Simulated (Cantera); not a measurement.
Feed: 1 mol AlN, 0.68 mol H₂O, 0.77 mol N₂, equilibrated at 1475 °C and 2.40 Torr.

Method: chemical equilibrium by Gibbs-energy minimisation in Cantera with the NASA 1993 tables (ideal gas, pure condensed phases). Candidate condensed phases: Al, AlN, Al₂O₃, H₂O; 35 gas species. Mutual solubility and eutectic melting of coexisting phases are not modelled. The numbers say what is thermodynamically allowed, not how fast it happens.

Base state: N₂ 0.593, H₂ 0.403, H 0.00257, Al 0.000614, Al₂O 0.000151, AlH 1.16e-5 (mole fractions); condensed: AlN(s) + Al₂O₃(s).

### Question
What changes in the equilibrium state with this change: temperature from 1475 °C to 777 °C?

### Answer
| species | before | after |
|---|---|---|
| N₂ | 0.593 | 0.594 |
| H₂ | 0.403 | 0.406 |
| H | 0.00257 | 9.13e-8 |
| Al | 0.000614 | <1e-9 |
| Al₂O | 0.000151 | <1e-9 |
| AlH | 1.16e-5 | <1e-9 |
| AlN(s), mol | 0.545 | 0.547 |
| Al₂O₃(s), mol | 0.227 | 0.227 |
